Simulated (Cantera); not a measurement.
Transport properties of process gases

Gas mixture: 100 % NO, at 1.01 bar, frozen composition.

Cantera's kinetic-theory transport with the Lennard-Jones parameters of GRI-Mech 3.0, ideal gas; thermal conductivity in the mixture-averaged form. The composition is frozen, though it would react at the higher temperatures.

| T (K) | ρ (kg/m³) | cp (J/kg/K) | μ (µPa s) | λ (mW/m/K) | Pr | D (cm²/s) OH | D (cm²/s) H₂ | D (cm²/s) C₂H₂ |
|---|---|---|---|---|---|---|---|---|
| 400 | 0.914 | 998.6 | 23.1 | 32.4 | 0.712 | 0.517 | 1.27 | 0.276 |
| 550 | 0.665 | 1028 | 28.9 | 42.0 | 0.707 | 0.889 | 2.16 | 0.483 |
| 700 | 0.522 | 1067 | 34.0 | 51.3 | 0.707 | 1.33 | 3.23 | 0.731 |
| 850 | 0.430 | 1104 | 38.6 | 60.2 | 0.708 | 1.84 | 4.46 | 1.02 |
| 1000 | 0.366 | 1133 | 42.9 | 68.6 | 0.709 | 2.42 | 5.84 | 1.34 |
| 1150 | 0.318 | 1153 | 47.0 | 76.7 | 0.707 | 3.05 | 7.36 | 1.69 |
| 1300 | 0.281 | 1171 | 50.9 | 84.5 | 0.706 | 3.74 | 9.02 | 2.08 |
| 1450 | 0.252 | 1186 | 54.7 | 91.9 | 0.706 | 4.48 | 10.8 | 2.49 |
D: mixture-averaged diffusion coefficient of that species in the mixture.
